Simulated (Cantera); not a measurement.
Feed: 1 mol Si3N4, 1.6 mol H2, at 18.0 Torr.

Cantera equilibrium calculation (NASA polynomials, part measured and part estimated; ideal gas, pure solids and liquids). Candidate condensed phases: Si, Si3N4; 18 gas species. Mutual solubility and eutectic melting of coexisting phases are not modelled. Kinetics and transport are ignored.

Q: At 1125 °C, list the 3 most abundant gas species with their mole fractions, and the condensed phases.

A: H2 1.000, N2 0.000228, H 3.05e-5. Condensed: Si(s) + Si3N4(s).
